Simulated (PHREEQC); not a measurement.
NaCl is added in steps, without added water, to 1 kg of water holding 0.0028 mol/kgw HF, 0.007 mol/kgw (NH4)2SiF6 and 0.0016 mol/kgw H2SO4, at 25 °C. O2 is buffered at 0.21 atm. CO2 from the air is kept out. Solids allowed: SiO2(a), Halite. Others were left out.

Base run: PHREEQC, ion-association model, phreeqc.dat. Each further column changes one thing. The table gives NaSO4- (mol/kgw).

```json
[
 {"NaCl added (mol)": "0", "base": "0", "database wateq4f.dat": "0", "all activity coefficients set to 1": "0", "Debye-Hückel limiting law": "0"},
 {"NaCl added (mol)": "0.008375", "base": "2.66e-5", "database wateq4f.dat": "2.66e-5", "all activity coefficients set to 1": "4.39e-5", "Debye-Hückel limiting law": "2.28e-5"},
 {"NaCl added (mol)": "0.01466", "base": "4.43e-5", "database wateq4f.dat": "4.42e-5", "all activity coefficients set to 1": "7.52e-5", "Debye-Hückel limiting law": "3.71e-5"},
 {"NaCl added (mol)": "0.02303", "base": "6.58e-5", "database wateq4f.dat": "6.56e-5", "all activity coefficients set to 1": "0.000115", "Debye-Hückel limiting law": "5.33e-5"},
 {"NaCl added (mol)": "0.02931", "base": "8.05e-5", "database wateq4f.dat": "8.03e-5", "all activity coefficients set to 1": "0.000144", "Debye-Hückel limiting law": "6.37e-5"},
 {"NaCl added (mol)": "0.03769", "base": "9.88e-5", "database wateq4f.dat": "9.84e-5", "all activity coefficients set to 1": "0.000180", "Debye-Hückel limiting law": "7.58e-5"},
 {"NaCl added (mol)": "0.04397", "base": "0.000112", "database wateq4f.dat": "0.000111", "all activity coefficients set to 1": "0.000206", "Debye-Hückel limiting law": "8.36e-5"},
 {"NaCl added (mol)": "0.05234", "base": "0.000128", "database wateq4f.dat": "0.000127", "all activity coefficients set to 1": "0.000240", "Debye-Hückel limiting law": "9.29e-5"},
 {"NaCl added (mol)": "0.05862", "base": "0.000139", "database wateq4f.dat": "0.000138", "all activity coefficients set to 1": "0.000264", "Debye-Hückel limiting law": "9.89e-5"},
 {"NaCl added (mol)": "0.067", "base": "0.000153", "database wateq4f.dat": "0.000152", "all activity coefficients set to 1": "0.000295", "Debye-Hückel limiting law": "0.000106"}
]
```

SiF6-2 is the database's only silicon fluoride. phreeqc.dat and wateq4f.dat share most of their constants, so their agreement is no independent check. Solids allowed in the column 'database wateq4f.dat': SiO2(a), Halite, Mirabilite.
